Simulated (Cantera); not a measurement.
An isothermal, constant-pressure homogeneous reactor starts with H2 : O2 : N2 = 0.046 : 1 : 28 (molar parts), at 1150 K and 1.05 Torr.

Detailed kinetics in Cantera: the H2/O2 subset of GRI-Mech 3.0, which has no nitrogen chemistry. Radical loss at walls, strong at low pressure, is not modelled.

x: mole fraction; the columns are a selection and need not sum to one.

```
t (s)        x H2    x O2     x H2O      x OH    x H2O2
--------  -------  ------  --------  --------  --------
6.00e-6   0.00158  0.0344    <1e-12    <1e-12    <1e-12
3.18e-5   0.00158  0.0344    <1e-12    <1e-12    <1e-12
0.000169  0.00158  0.0344    <1e-12    <1e-12    <1e-12
0.000896  0.00158  0.0344    <1e-12    <1e-12    <1e-12
0.00476   0.00158  0.0344    <1e-12  1.30e-12    <1e-12
0.0252    0.00158  0.0344  1.02e-11  2.27e-11    <1e-12
0.134     0.00158  0.0344   1.03e-9  5.55e-10    <1e-12
0.710           ?  0.0343         ?         ?  8.47e-11
3.77      2.35e-5  0.0332   0.00139   9.24e-5  2.27e-10
20.0      2.06e-5  0.0332   0.00142   8.67e-5  2.30e-10
```

Problem. Fill in the missing entries.

Solution. 
- 0.710, x H2: 0.00143
- 0.710, x H2O: 0.000116
- 0.710, x OH: 4.53e-5
